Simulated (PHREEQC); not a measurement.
A solution holds 0.47 mol/kgw ZnSO4, 0.082 mol/kgw ZnCl2, 0.13 mol/kgw HCl and 0.0036 mol/kgw Na2SO4, at 4.3 °C. Closed to the air; pH follows from the charge balance.

The numbers come from PHREEQC with the ion-association model, phreeqc.dat.

Question: The ionic strength comes out as 1.25 mol/kgw. What activity coefficients do ZnCl+, Zn+2, HSO4-, ZnCl3-, Na+ get?

Answer: ZnCl+ 0.60, Zn+2 0.16, HSO4- 0.84, ZnCl3- 0.60, Na+ 0.76.

Precipitation was switched off in this run. Caution: at this ionic strength the ion-association model is outside its range; a Pitzer model would be the better tool where its parameters exist. Complexes and solids missing from the database can't appear. Constants without temperature data keep their 25 °C values here.
